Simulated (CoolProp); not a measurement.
A single-stage vapour-compression cycle with R21: evaporating at 326.15 K (dew point), condensing at 353.15 K (bubble point), superheat 5 K, subcooling 0 K, compressor efficiency 0.8, no pressure losses. Each further row changes one setting.

Model: reference Helmholtz-energy equation of state, Platzer 1990, in CoolProp. This equation is an older, rougher fit; its heat capacities, sound speeds and derivatives of the liquid may be far off and weren't checked against measurements.

```tsv
case	cooling COP	pressure ratio	discharge temperature (K)	refrigerating effect (kJ/kg)	volumetric capacity (kJ/m³)
as stated	8.66	1.99	371.4	186	3300
evaporating temperature 331.15 K	11.0	___	368.7	188	3800
condensing temperature 348.15 K	10.8	1.76	___	192	3400
subcooling 5 K	8.92	1.99	371.4	192	3400
superheat 15 K	8.62	1.99	381.8	193	___
compressor efficiency 0.7	___	1.99	___	186	3300
```

Question: Complete the blanks.

Answer: 
- evaporating temperature 331.15 K, pressure ratio: 1.73
- condensing temperature 348.15 K, discharge temperature (K): 364.3
- superheat 15 K, volumetric capacity (kJ/m³): 3290
- compressor efficiency 0.7, cooling COP: 7.58
- compressor efficiency 0.7, discharge temperature (K): 375.4
